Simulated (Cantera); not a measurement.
## Thermodynamics of metals in furnace atmospheres, feed Cu + O₂ + N₂

Input: 1 mol Cu, a varied amount of O₂, 4.8 mol N₂, held at 0.000220 bar.

These are equilibrium values from Cantera (NASA tables, ideal gas, pure condensed phases), not measurements of a reactor. Candidate condensed phases: Cu, CuO, Cu₂O; 12 gas species. Mutual solubility and eutectic melting of coexisting phases are not modelled. Equilibrium is a limit: real reactors are often held back by kinetics, nucleation or transport.

Map the stable condensed phases over T = 1050, 1150, 1250, 1350, 1450, 1550, 1650, 1750, 1850, 1950 K and n(O₂) in mol = 0.096, 0.11, 0.13, 0.16, 0.18, 0.22, 0.26, 0.3, 0.36, 0.42, 0.49, 0.58, 0.68.


```
T in K \ n(O₂) in mol
         0.096  0.11  0.13  0.16  0.18  0.22  0.26   0.3  0.36  0.42  0.49  0.58  0.68
   1950      A     A     A     A     A     A     A     A     A     A     A     A     A
   1850      A     A     A     A     A     A     A     A     A     A     A     A     A
   1750      A     A     A     A     A     A     A     A     A     A     A     A     A
   1650      A     A     A     A     A     A     A     A     A     A     A     A     A
   1550      B     B     B     B     B     B     B     B     B     B     B     B     B
   1450      B     B     B     B     B     B     B     B     B     B     B     B     B
   1350      C     C     C     C     C     C     C     C     D     D     D     D     D
   1250      C     C     C     C     C     C     D     D     D     D     D     D     D
   1150      C     C     C     C     C     C     D     D     D     D     D     D     D
   1050      C     C     C     C     C     C     D     D     D     D     D     D     D
```
A: gas only; B: Cu; C: Cu + Cu₂O; D: Cu₂O.
